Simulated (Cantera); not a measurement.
Input (Python, Cantera) and output of one run.

```python
import numpy as np
import cantera as ct

gas_names = """
    SiF4 N2 SiF2
""".split()
cond_names = """
    Si3N4(a)
""".split()


# ... load() reads the species with a 1 bar reference pressure and builds the phases ...
species = {s.name: s for s in load("nasa_gas.yaml", gas_names) + load("nasa_condensed.yaml", cond_names)}
# Each term lists the table entries of one substance; the one whose range holds T is used.
reactions = {
    'Si3N4 + 3 SiF4(g) = 2 N2(g) + 6 SiF2(g)':
        [(-1, ['Si3N4(a)']), (-3, ['SiF4']), (2, ['N2']), (6, ['SiF2'])],
}


def pick(names, T):
    return next(species[n] for n in names if species[n].thermo.min_temp <= T <= species[n].thermo.max_temp)


results = []
for label, terms in reactions.items():
    print(label)
    print("     T/K   dH/kJ  dS/(J/K)   dG/kJ   log10 K")
    for T in [300, 773, 823, 873, 923, 973, 1023, 1073, 1123]:
        used = [(nu, pick(names, T)) for nu, names in terms]
        dH = sum(nu * s.thermo.h(T) for nu, s in used) / 1e6
        dS = sum(nu * s.thermo.s(T) for nu, s in used) / 1e3
        dG = dH - T * dS / 1e3
        logK = -dG * 1e6 / (ct.gas_constant * T * np.log(10))
        results.append((label, T, dH, dS, dG, logK, [s.name for _, s in used]))
        print(f"{T:8g} {dH:8.1f} {dS:8.1f} {dG:8.1f} {logK:8.2f}")
```

Output:

```
Si3N4 + 3 SiF4(g) = 2 N2(g) + 6 SiF2(g)
     T/K   dH/kJ  dS/(J/K)   dG/kJ   log10 K
     300   2062.5    961.5   1774.1  -308.89
     773   2050.2    940.8   1322.9   -89.39
     823   2047.6    937.6   1276.0   -80.98
     873   2044.9    934.4   1229.2   -73.54
     923   2042.0    931.2   1182.5   -66.92
     973   2039.0    928.0   1136.0   -60.99
    1023   2035.8    924.8   1089.7   -55.64
    1073   2032.5    921.7   1043.6   -50.80
    1123   2029.1    918.5    997.6   -46.40
```

Standard-state values (1 bar) from the NASA 1993 polynomials, evaluated with Cantera. The tables' values for SiF2 are old estimates. Condensed species are held in their standard states even where they would react or evaporate.
